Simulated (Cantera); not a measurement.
borazine + O2 + H2 (boron, boron nitride and boron oxide)

Charge: 1 mol borazine, 0.8 mol O2, 11 mol H2, held at 6900 Pa.

Equilibrium computed with Cantera from the NASA thermochemical tables; the gas is ideal and each condensed phase is pure. Candidate condensed phases: B, BN, B2O3, B3O3H3, H2O; 39 gas species. The feed counts by its element totals alone. Mutual solubility and eutectic melting of coexisting phases are not modelled. The tables' values for BH2 are old estimates; treat these amounts as uncertain. Kinetics and transport are ignored.

From 725 °C to 1400 °C the condensed part is BN(s) + B2O3(l). From 1475 °C to 1625 °C the condensed part is BN(s). The main B-bearing gas is HBO2 at 725 °C and HBO at 1625 °C.

| T (°C) | x H2 | x HBO | x N2 | x B2O3 | x HBO2 | x B2O2 | n BN(s) | n B2O3(l) |
|---|---|---|---|---|---|---|---|---|
| 725 | 0.962 | 1.27e-8 | 0.0363 | 4.41e-11 | 3.41e-6 | <1e-12 | 1.95 | 0.527 |
| 800 | 0.962 | 1.49e-7 | 0.0363 | 1.25e-9 | 1.45e-5 | <1e-12 | 1.95 | 0.527 |
| 875 | 0.962 | 1.26e-6 | 0.0363 | 2.25e-8 | 5.03e-5 | 4.34e-11 | 1.95 | 0.527 |
| 950 | 0.962 | 8.15e-6 | 0.0363 | 2.79e-7 | 0.000148 | 1.30e-9 | 1.95 | 0.526 |
| 1025 | 0.962 | 4.22e-5 | 0.0363 | 2.55e-6 | 0.000382 | 2.60e-8 | 1.95 | 0.524 |
| 1100 | 0.962 | 0.000181 | 0.0362 | 1.81e-5 | 0.000879 | 3.71e-7 | 1.95 | 0.518 |
| 1175 | 0.960 | 0.000667 | 0.0361 | 0.000104 | 0.00184 | 3.99e-6 | 1.95 | 0.506 |
| 1250 | 0.957 | 0.00215 | 0.0360 | 0.000500 | 0.00357 | 3.37e-5 | 1.95 | 0.476 |
| 1325 | 0.948 | 0.00614 | 0.0361 | 0.00205 | 0.00644 | 0.000231 | 1.94 | 0.403 |
| 1400 | 0.926 | 0.0158 | 0.0368 | 0.00737 | 0.0109 | 0.00132 | 1.90 | 0.219 |
| 1475 | 0.898 | 0.0305 | 0.0394 | 0.0134 | 0.0122 | 0.00435 | 1.80 | 0 |
| 1550 | 0.886 | 0.0422 | 0.0430 | 0.0100 | 0.00774 | 0.00734 | 1.68 | 0 |
| 1625 | 0.874 | 0.0529 | 0.0463 | 0.00611 | 0.00438 | 0.0102 | 1.57 | 0 |
x: gas mole fraction; n: condensed amount in mol.
